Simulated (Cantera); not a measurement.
A closed system holds: 1 mol Ni, 4.1 mol NH3, 47 mol N2, equilibrated at 101000 Pa.

Equilibrium computed with Cantera from the NASA thermochemical tables; the gas is ideal and each condensed phase is pure. Candidate condensed phases: Ni; 10 gas species. The numbers say what is thermodynamically allowed, not how fast it happens.

Question: Which condensed phases are stable at each of these points (T (K)): 1323, 1398, 1473, 1548, 1623, 1698, 1773, 1848, 1923, 1998?

Answer: 
```json
[
 {"T (K)": "1323", "condensed phases": "Ni(s)", "Ni condensed (%)": "100.0"},
 {"T (K)": "1398", "condensed phases": "Ni(s)", "Ni condensed (%)": "100.0"},
 {"T (K)": "1473", "condensed phases": "Ni(s)", "Ni condensed (%)": "100.0"},
 {"T (K)": "1548", "condensed phases": "Ni(s)", "Ni condensed (%)": "100.0"},
 {"T (K)": "1623", "condensed phases": "Ni(s)", "Ni condensed (%)": "100.0"},
 {"T (K)": "1698", "condensed phases": "Ni(s)", "Ni condensed (%)": "100.0"},
 {"T (K)": "1773", "condensed phases": "Ni(l)", "Ni condensed (%)": "100.0"},
 {"T (K)": "1848", "condensed phases": "Ni(l)", "Ni condensed (%)": "99.9"},
 {"T (K)": "1923", "condensed phases": "Ni(l)", "Ni condensed (%)": "99.6"},
 {"T (K)": "1998", "condensed phases": "Ni(l)", "Ni condensed (%)": "99.0"}
]
```

From 1323 K to 1698 K the condensed part is Ni(s). From 1773 K to 1998 K the condensed part is Ni(l).
